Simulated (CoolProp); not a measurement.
A single-stage vapour-compression cycle with R115: evaporating at 211.15 K (dew point), condensing at 248.15 K (bubble point), superheat 0 K, subcooling 5 K, compressor efficiency 0.65, no pressure losses. Each further row changes one setting.

Computed with CoolProp (reference Helmholtz-energy equation of state, Lemmon 2016).

```
case                              cooling COP  pressure ratio  discharge temperature (K)  refrigerating effect (kJ/kg)  volumetric capacity (kJ/m³)
--------------------------------  -----------  --------------  -------------------------  ----------------------------  ---------------------------
as stated                                3.27            5.71                      264.5                           104                          300
evaporating temperature 216.15 K         3.96            4.33                      261.5                           107                          398
condensing temperature 243.15 K          3.88            4.67                      258.2                           109                          313
subcooling 10 K                          3.41            5.71                      264.5                           109                          313
superheat 10 K                           3.29            5.71                      275.5                           110                          302
compressor efficiency 0.55               2.76            5.71                      272.8                           104                          300
```
